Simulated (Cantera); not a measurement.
**Hydrocarbon pyrolysis for carbon deposition**

A perfectly stirred reactor is fed with C3H8 : H2 = 1 : 6.2 (molar parts), at 0.473 Torr; it is held at 1450 K, and followed from long to short residence time.

Cantera simulation using GRI-Mech 3.0 (53 species, 325 reactions); the numbers are that mechanism's predictions, not measurements. GRI-Mech 3.0 was tuned for natural gas; its chemistry of propane as a main component is partial and can be far from experiment. GRI-Mech 3.0 stops at C3 and has no aromatics, soot or wall deposition, so with more carbon than oxygen in the feed, carbon stays in small species such as C2H2 where larger ones or solid carbon would form. Radical loss at walls, strong at low pressure, is not modelled.

```json
[
 {"τ (s)": "1.6", "x C3H8": "0.000722", "x H2": "0.782", "x CH2": "1.27e-6", "x C2H6": "6.94e-5", "x C2H4": "0.0138", "x CH4": "0.102", "x C2H": "1.85e-7"},
 {"τ (s)": "0.41", "x C3H8": "0.00247", "x H2": "0.770", "x CH2": "1.92e-6", "x C2H6": "0.000137", "x C2H4": "0.0331", "x CH4": "0.114", "x C2H": "1.70e-7"},
 {"τ (s)": "0.11", "x C3H8": "0.00776", "x H2": "0.765", "x CH2": "3.02e-6", "x C2H6": "0.000267", "x C2H4": "0.0593", "x CH4": "0.115", "x C2H": "1.24e-7"},
 {"τ (s)": "0.028", "x C3H8": "0.0249", "x H2": "0.772", "x CH2": "4.88e-6", "x C2H6": "0.000561", "x C2H4": "0.0751", "x CH4": "0.0964", "x C2H": "4.89e-8"},
 {"τ (s)": "0.0073", "x C3H8": "0.0759", "x H2": "0.810", "x CH2": "5.15e-6", "x C2H6": "0.000823", "x C2H4": "0.0475", "x CH4": "0.0459", "x C2H": "3.16e-9"},
 {"τ (s)": "0.0019", "x C3H8": "0.126", "x H2": "0.851", "x CH2": "1.50e-6", "x C2H6": "0.000345", "x C2H4": "0.00849", "x CH4": "0.00579", "x C2H": "1.44e-11"},
 {"τ (s)": "0.00050", "x C3H8": "0.137", "x H2": "0.860", "x CH2": "6.94e-8", "x C2H6": "6.08e-5", "x C2H4": "0.000857", "x CH4": "0.000346", "x C2H": "<1e-12"}
]
```
x: mole fraction; the columns are a selection and need not sum to one.
